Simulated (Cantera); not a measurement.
Charge: 1 mol S, 1.2 mol H₂O, 26 mol N₂, at 823.15 K and 10000 Pa.

These are equilibrium values from Cantera (NASA tables, ideal gas, pure condensed phases), not measurements of a reactor. Candidate condensed phases: H₂O, H₂SO₄, S; 35 gas species. Gases not in the tables: S₃ to S₇. Equilibrium is a limit: real reactors are often held back by kinetics, nucleation or transport.

Base state: N₂ 0.941, H₂O 0.0350, S₂ 0.0118, H₂S 0.00819, SO₂ 0.00414, H₂ 0.000173, S₂O 8.37e-5 (mole fractions); condensed: gas only.

Problem. What changes in the equilibrium state with this change: H₂O from 1.2 to 9.4 mol?

Solution. 
| species | before | after |
|---|---|---|
| N₂ | 0.941 | 0.727 |
| H₂O | 0.0350 | 0.248 |
| H₂S | 0.00819 | 0.0146 |
| S₂ | 0.0118 | 0.00284 |
| H₂ | 0.000173 | 0.000631 |
| S₂O | 8.37e-5 | 3.88e-5 |
| SO₂ | 0.00414 | 0.00760 |
